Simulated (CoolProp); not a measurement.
Computed with CoolProp (reference Helmholtz-energy equation of state, Colonna 2008). It is a short technical equation, of lower accuracy than the large ones.

### Question
For dodecamethylcyclohexasiloxane (D6), give the phase and the cp (kJ/(kg K)) at 620 K and 0.0433 MPa; 620 K and 2.85 MPa.

### Answer
- 620 K and 0.0433 MPa: gas; cp 1.96
- 620 K and 2.85 MPa: liquid; cp 2.21
